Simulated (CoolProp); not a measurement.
Aqueous methanol as a coolant, at -13 °C, 1 atm.

The numbers come from the Melinder's fits for secondary coolants in CoolProp.

| mass % | freezing point (°C) | cp (kJ/(kg K)) | conductivity (W/(m K)) | density (kg/m³) | Prandtl number |
|---|---|---|---|---|---|
| 20.7 | -15.8 | 3.997 | 0.445 | 974.1 | 53.0 |
| 26.4 | -21.6 | 3.847 | 0.422 | 968.7 | 58.0 |
| 32 | -28.1 | 3.710 | 0.400 | 962.7 | 60.7 |
| 37.6 | -35.3 | 3.584 | 0.379 | 955.7 | 61.0 |
| 43.2 | -43.4 | 3.461 | 0.359 | 947.7 | 59.0 |
| 48.8 | -52.4 | 3.334 | 0.340 | 938.8 | 55.3 |
| 54.4 | -62.3 | 3.200 | 0.322 | 928.9 | 50.4 |
